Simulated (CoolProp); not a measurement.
Decamethyltetrasiloxane (MD2M) along the isobar 1.38 MPa: Z from the reference equation and from simpler models built on Tc = 599.4 K, pc = 1.144 MPa, ω = 0.635; each cubic takes its own stable root.

Values from CoolProp's reference Helmholtz-energy equation of state, Thol 2017.

| T (K) | phase | reference |
|---|---|---|
| 315.8 | liquid | 0.1960 |
| 333.1 | liquid | 0.1897 |
| 350.3 | liquid | 0.1842 |
| 367.6 | liquid | 0.1794 |
| 384.9 | liquid | 0.1752 |
| 402.1 | liquid | 0.1717 |
| 419.4 | liquid | 0.1688 |
| 436.6 | liquid | 0.1664 |

Problem. How far does each simpler model (van der Waals, Redlich-Kwong, Soave-Redlich-Kwong) lie from the reference over these 8 states: mean and median of the absolute difference, and the worst?

Solution. 
- van der Waals: mean 74.4 %, median 74.4 %, worst +77.7 % at 315.8 K and 1.38 MPa
- Redlich-Kwong: mean 20.5 %, median 20.4 %, worst +21.0 % at 315.8 K and 1.38 MPa
- Soave-Redlich-Kwong: mean 12.3 %, median 12.1 %, worst +14.4 % at 315.8 K and 1.38 MPa
